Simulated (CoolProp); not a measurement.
The fluid at 293.15 K and 0.289 MPa (gas) is heated at constant pressure to 445.5 K. The same conditions are run with several fluids, on thermodynamics alone (safety and materials aside).

Values from CoolProp's reference Helmholtz-energy equation of state of each fluid (methane: Setzmann 1991; hydrogen chloride: Thol 2018; R22: Kamei 1995).

**Question.** Rank methane, hydrogen chloride, R22 by heat (kJ/kg), highest first.

**Answer.** methane (373), hydrogen chloride (124), R22 (114)

```
fluid              final density (kg/m³)
-----------------  ---------------------
methane                             1.25
hydrogen chloride                   2.86
R22                                 6.82
```
